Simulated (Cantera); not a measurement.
A closed system holds: 1 mol borazine, 8.3 mol N2, at 1775 °C and 0.0100 bar.

Cantera equilibrium calculation (NASA polynomials, part measured and part estimated; ideal gas, pure solids and liquids). Candidate condensed phases: B, BN; 15 gas species. The feed counts by its element totals alone. The tables' values for BH2 are old estimates; treat these amounts as uncertain. Kinetics and transport are ignored.

Base state: N2 0.730, H2 0.258, H 0.0114, BH2 2.85e-5 (mole fractions); condensed: BN(s).

Question: What changes in the equilibrium state with this change: borazine replaced by B?

Answer: 
| species | before | after |
|---|---|---|
| N2 | 0.730 | 1.000 |
| H2 | 0.258 | 0 |
| H | 0.0114 | 0 |
| BH2 | 2.85e-5 | 0 |
| BN(s), mol | 3.00 | 1.000 |
